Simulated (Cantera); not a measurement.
A Cantera script and its output.

```python
import numpy as np
import cantera as ct

gas = ct.Solution("gri30.yaml")
gas.TPX = 1400, 180000, {'CH4': 1, 'H2': 1.2, 'O2': 1.53, 'N2': 5.75}
reactor = ct.IdealGasConstPressureReactor(gas, energy="on", clone=False)
net = ct.ReactorNet([reactor])
net.rtol, net.atol = 1e-08, 1e-16
show = ['CH4', 'H2', 'O2', 'CH2O', 'CH2', 'NO']
times = np.geomspace(1e-06, 4, 13)

steps = ct.SolutionArray(gas, extra=["t"])
rows = []
print(f"{'t/s':>10s}{'T/K':>9s}{'P/Pa':>11s}" + "".join(f"{s:>11s}" for s in show))
for t in times:
    while net.time < t:
        t_next = net.step()
        steps.append(gas.state, t=t_next)
    rows.append([np.interp(t, steps.t, y) for y in (steps.T, steps.P, *steps(*show).X.T)])
    print(f"{t:10.3e}{rows[-1][0]:9.1f}{rows[-1][1]:11.4g}" + "".join(f"{x:11.3e}" for x in rows[-1][2:]))
rate = np.gradient(steps.T, steps.t)
print("integrator steps:", len(steps.t))
if steps.T.max() > steps.T[0] + 200:
    print(f"time of steepest temperature rise: {steps.t[rate.argmax()]:.4e} s")
gas.TPX = 1400, 180000, {'CH4': 1, 'H2': 1.2, 'O2': 1.53, 'N2': 5.75}
gas.equilibrate("HP")
print(f"equilibrium (HP): T = {gas.T:.1f} K  " + "  ".join(f"{s} {gas[s].X[0]:.3e}" for s in show))
```

It prints:

```
       t/s      T/K       P/Pa        CH4         H2         O2       CH2O        CH2         NO
 1.000e-06   1400.0    1.8e+05  1.055e-01  1.266e-01  1.614e-01  2.256e-10  3.455e-15  6.423e-18
 3.550e-06   1400.0    1.8e+05  1.055e-01  1.266e-01  1.614e-01  4.733e-09  5.261e-14  7.211e-17
 1.260e-05   1400.0    1.8e+05  1.055e-01  1.266e-01  1.614e-01  1.229e-07  2.539e-12  1.137e-15
 4.472e-05   1401.0    1.8e+05  1.050e-01  1.263e-01  1.611e-01  3.353e-05  1.189e-08  1.175e-12
 1.587e-04   2131.6    1.8e+05  2.034e-02  1.266e-01  5.926e-02  8.669e-04  1.787e-04  5.705e-07
 5.635e-04   2670.8    1.8e+05  4.832e-12  1.275e-01  1.940e-04  7.525e-09  1.733e-12  2.811e-04
 2.000e-03   2670.1    1.8e+05  5.016e-12  1.278e-01  1.876e-04  7.567e-09  1.754e-12  5.585e-04
 7.099e-03   2668.9    1.8e+05  5.080e-12  1.280e-01  1.851e-04  7.578e-09  1.760e-12  7.638e-04
 2.520e-02   2668.9    1.8e+05  5.083e-12  1.280e-01  1.850e-04  7.579e-09  1.761e-12  7.701e-04
 8.944e-02   2668.9    1.8e+05  5.083e-12  1.280e-01  1.850e-04  7.579e-09  1.761e-12  7.701e-04
 3.175e-01   2668.9    1.8e+05  5.083e-12  1.280e-01  1.850e-04  7.579e-09  1.761e-12  7.701e-04
 1.127e+00   2668.9    1.8e+05  5.083e-12  1.280e-01  1.850e-04  7.579e-09  1.761e-12  7.701e-04
 4.000e+00   2668.9    1.8e+05  5.083e-12  1.280e-01  1.850e-04  7.579e-09  1.761e-12  7.701e-04
integrator steps: 1808
time of steepest temperature rise: 1.6049e-04 s
equilibrium (HP): T = 2668.9 K  CH4 5.801e-12  H2 1.280e-01  O2 1.850e-04  CH2O 7.579e-09  CH2 1.899e-12  NO 7.701e-04
```

Cantera simulation using GRI-Mech 3.0 (53 species, 325 reactions); the numbers are that mechanism's predictions, not measurements.
